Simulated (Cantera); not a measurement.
Thermodynamics of thermal oxidation and active oxidation of silicon, feed Si + N2O + N2

Feed: 1 mol Si, 0.9 mol N2O, 170 mol N2, at 1.40 bar.

Cantera equilibrium calculation (NASA polynomials, part measured and part estimated; ideal gas, pure solids and liquids). Candidate condensed phases: Si, SiO2, Si2N2O, Si3N4; 16 gas species. Mutual solubility and eutectic melting of coexisting phases are not modelled. The tables' values for SiN are old estimates; treat these amounts as uncertain. The tables hold silica as quartz up to 1696 K and as liquid above; real silica turns to tridymite and cristobalite and melts near 1996 K. Rates play no part.

| T (K) | log p N2 | log p SiO | log p Si | log p SiN | n SiO2(β-quartz) | n Si2N2O(s) | n SiO2(condensed) | n Si3N4(s) |
|---|---|---|---|---|---|---|---|---|
| 1400 | 0.15 | -6.95 | <-11 | <-11 | 0.267 | 0.367 | 0 | 0 |
| 1475 | 0.15 | -6.00 | <-11 | <-11 | 0.267 | 0.367 | 0 | 0 |
| 1550 | 0.15 | -5.14 | <-11 | <-11 | 0.266 | 0.366 | 0 | 0 |
| 1625 | 0.15 | -4.36 | -10.76 | -10.79 | 0.265 | 0.365 | 0 | 0 |
| 1700 | 0.15 | -3.66 | -9.68 | -9.82 | 0 | 0.358 | 0.258 | 0 |
| 1775 | 0.15 | -3.01 | -8.68 | -8.93 | 0 | 0.327 | 0.227 | 0 |
| 1850 | 0.14 | -2.43 | -7.77 | -8.12 | 0 | 0.214 | 0.114 | 0 |
| 1925 | 0.14 | -2.19 | -6.63 | -7.06 | 0 | 0.1000 | 0 | 0 |
| 2000 | 0.14 | -2.18 | -5.36 | -5.87 | 0 | 0.0993 | 0 | 0 |
| 2075 | 0.14 | -2.13 | -4.34 | -4.92 | 0 | 0 | 0 | 0.0304 |
| 2150 | 0.14 | -2.13 | -3.74 | -4.40 | 0 | 0 | 0 | 0.0209 |
log p: log10 of the partial pressure in bar; n: condensed amount in mol.

From 1400 K to 1625 K the condensed part is SiO2(β-quartz) + Si2N2O(s). From 1700 K to 1850 K the condensed part is SiO2(condensed) + Si2N2O(s). From 1925 K to 2000 K the condensed part is Si2N2O(s). From 2075 K to 2150 K the condensed part is Si3N4(s). The main Si-bearing gas is SiO throughout.
